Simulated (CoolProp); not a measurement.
Dodecamethylpentasiloxane (MD3M) along the isobar 35.5 bar: Z from the reference equation and from simpler models built on Tc = 628.0 K, pc = 9.540 bar, ω = 0.730; each cubic takes its own stable root.

The numbers come from the reference Helmholtz-energy equation of state, Thol 2019 in CoolProp.

```json
[
 {"T (K)": "411.9", "phase": "liquid", "reference": "0.5197"},
 {"T (K)": "419", "phase": "liquid", "reference": "0.5155"},
 {"T (K)": "426.2", "phase": "liquid", "reference": "0.5115"},
 {"T (K)": "433.3", "phase": "liquid", "reference": "0.5078"},
 {"T (K)": "440.5", "phase": "liquid", "reference": "0.5042"},
 {"T (K)": "447.6", "phase": "liquid", "reference": "0.5010"},
 {"T (K)": "454.8", "phase": "liquid", "reference": "0.4979"},
 {"T (K)": "462", "phase": "liquid", "reference": "0.4951"},
 {"T (K)": "469.1", "phase": "liquid", "reference": "0.4925"},
 {"T (K)": "476.3", "phase": "liquid", "reference": "0.4901"},
 {"T (K)": "483.4", "phase": "liquid", "reference": "0.4879"},
 {"T (K)": "490.6", "phase": "liquid", "reference": "0.4860"}
]
```

Problem. How far does each simpler model (Redlich-Kwong, Peng-Robinson) lie from the reference over these 12 states: mean and median of the absolute difference, and the worst?

Solution. 
- Redlich-Kwong: mean 19.0 %, median 19.0 %, worst +20.0 % at 411.9 K and 35.5 bar
- Peng-Robinson: mean 1.1 %, median 1.1 %, worst -1.9 % at 490.6 K and 35.5 bar
